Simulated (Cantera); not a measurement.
A perfectly stirred reactor is fed with NO : N2 = 1 : 13 (molar parts), at 1.60 bar; it is held at 1825 K, and followed from long to short residence time.

Model: GRI-Mech 3.0 (53 species, 325 reactions), integrated in Cantera.

Q: What does this change do: temperature 1825 to 1548 K?

A: 
```csv
quantity,before,after
x(NO) at τ = 17.0 s,0.0347,0.0672
x(N2) at τ = 17.0 s,0.947,0.931
x(N2O) at τ = 17.0 s,6.45e-7,1.65e-6
x(NO2) at τ = 17.0 s,3.12e-5,4.29e-5
x(O) at τ = 17.0 s,1.68e-5,3.06e-7
x(NO) at τ = 0.170 s,0.0705,0.0714
x(N2) at τ = 0.170 s,0.929,0.929
x(N2O) at τ = 0.170 s,2.23e-6,1.72e-6
x(NO2) at τ = 0.170 s,1.66e-5,1.56e-5
x(O) at τ = 0.170 s,4.50e-6,1.09e-7
```

Q: What does this change do: 0.016 parts H2O added?

A: 
| quantity | before | after |
|---|---|---|
| x(NO) at τ = 17.0 s | 0.0347 | 0.0345 |
| x(N2) at τ = 17.0 s | 0.947 | 0.946 |
| x(N2O) at τ = 17.0 s | 6.45e-7 | 6.33e-7 |
| x(NO2) at τ = 17.0 s | 3.12e-5 | 3.09e-5 |
| x(O) at τ = 17.0 s | 1.68e-5 | 1.67e-5 |
| x(NO) at τ = 0.170 s | 0.0705 | 0.0705 |
| x(N2) at τ = 0.170 s | 0.929 | 0.928 |
| x(N2O) at τ = 0.170 s | 2.23e-6 | 2.18e-6 |
| x(NO2) at τ = 0.170 s | 1.66e-5 | 1.19e-5 |
| x(O) at τ = 0.170 s | 4.50e-6 | 3.25e-6 |
